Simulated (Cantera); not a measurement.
Charge: 1 mol SiH₂Cl₂, 0.046 mol C₂H₂, 7.7 mol H₂, 0.074 mol C₃H₈, held at 0.100 bar.

Method: chemical equilibrium by Gibbs-energy minimisation in Cantera with the NASA 1993 tables (ideal gas, pure condensed phases). Candidate condensed phases: C, C₆H₆, C₇H₈, C₈H₁₈, Si, SiC; 109 gas species. Mutual solubility and eutectic melting of coexisting phases are not modelled. Gases not in the tables: Si₂H₆ and higher silanes. Equilibrium is a limit: real reactors are often held back by kinetics, nucleation or transport.

### Question
Which condensed phases are stable at each of these points (T (K)): 1375, 1475, 1575, 1675, 1775, 1875, 1975, 2075, 2175, 2275, 2375, 2475, 2575?

### Answer
| T (K) | condensed phases | Si condensed (%) |
|---|---|---|
| 1375 | Si(s) + SiC(s) | 56.3 |
| 1475 | Si(s) + SiC(s) | 54.9 |
| 1575 | Si(s) + SiC(s) | 53.7 |
| 1675 | Si(s) + SiC(s) | 52.7 |
| 1775 | Si(l) + SiC(s) | 54.6 |
| 1875 | Si(l) + SiC(s) | 56.7 |
| 1975 | Si(l) + SiC(s) | 58.4 |
| 2075 | Si(l) + SiC(s) | 59.1 |
| 2175 | Si(l) + SiC(s) | 57.9 |
| 2275 | Si(l) + SiC(s) | 52.3 |
| 2375 | Si(l) + SiC(s) | 37.1 |
| 2475 | SiC(s) | 24.3 |
| 2575 | SiC(s) | 5.7 |

From 1375 K to 1675 K the condensed part is Si(s) + SiC(s). From 1775 K to 2375 K the condensed part is Si(l) + SiC(s). From 2475 K to 2575 K the condensed part is SiC(s).
